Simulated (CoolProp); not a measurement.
Vapour-liquid equilibrium of R125 (1) + cyclopropane (2) at 11.2 bar; x and y are mole fractions of (1).

Computed with CoolProp (multi-fluid Helmholtz-energy mixture model, Lemmon 2005 and Polt 1992; pair parameters Bell 2016). This equation is an older, rougher fit; its heat capacities, sound speeds and derivatives of the liquid may be far off and weren't checked against measurements.

| x | bubble temperature, mixture model (K) | bubble temperature, Raoult's law (K) | y, mixture model | y, Raoult's law |
|---|---|---|---|---|
| 0.05 | 308.5 | 313.5 | 0.167 | 0.090 |
| 0.125 | 301.7 | 310.9 | [?] | 0.213 |
| 0.2 | 297.5 | 308.6 | 0.424 | 0.321 |
| 0.275 | [?] | 306.4 | 0.490 | 0.418 |
| 0.35 | 293.0 | 304.3 | 0.538 | 0.505 |
| 0.425 | 291.6 | 302.4 | 0.579 | 0.584 |
| 0.5 | 290.7 | 300.6 | [?] | 0.655 |
| 0.575 | 289.9 | 298.8 | 0.655 | 0.720 |
| 0.65 | 289.4 | 297.2 | 0.695 | 0.779 |
| 0.725 | 289.0 | 295.6 | 0.742 | 0.834 |
| 0.8 | 289.0 | 294.1 | 0.796 | 0.884 |
| 0.875 | 289.2 | 292.7 | [?] | 0.930 |
| 0.95 | 289.8 | 291.4 | 0.939 | 0.973 |

Q: What belongs in the gaps?

A: 
- 0.125, y, mixture model: 0.327
- 0.275, bubble temperature, mixture model (K): 294.8
- 0.5, y, mixture model: 0.617
- 0.875, y, mixture model: 0.860

The largest gap from Raoult's law is -11.6 K in bubble temperature, at x = 0.275. y crosses x between x = 0.725 and 0.8: the model has an azeotrope there.

The pair parameters rest on a limited set of measurements; away from them the model extrapolates.
